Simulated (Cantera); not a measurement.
Charge: 1 mol Al(CH3)3, 4.1 mol N2, 9.1 mol H2, equilibrated at 873.15 K and 8.25 Torr.

Method: chemical equilibrium by Gibbs-energy minimisation in Cantera with the NASA 1993 tables (ideal gas, pure condensed phases). Candidate condensed phases: Al, AlN, C, C6H6, C7H8, C8H18; 97 gas species. The feed counts by its element totals alone. Rates play no part.

Base state: H2 0.787, N2 0.210, CH4 0.00305 (mole fractions); condensed: AlN(s) + C(graphite).

Q: What changes in the equilibrium state with this change: pressure from 8.25 Torr to 600 Torr?

A: 
```tsv
species	before	after
H2	0.787	0.623
N2	0.210	0.238
CH4	0.00305	0.139
NH3	5.33e-6	0.000291
AlN(s), mol	1.00	1.00
C(graphite), mol	2.95	0.903
```
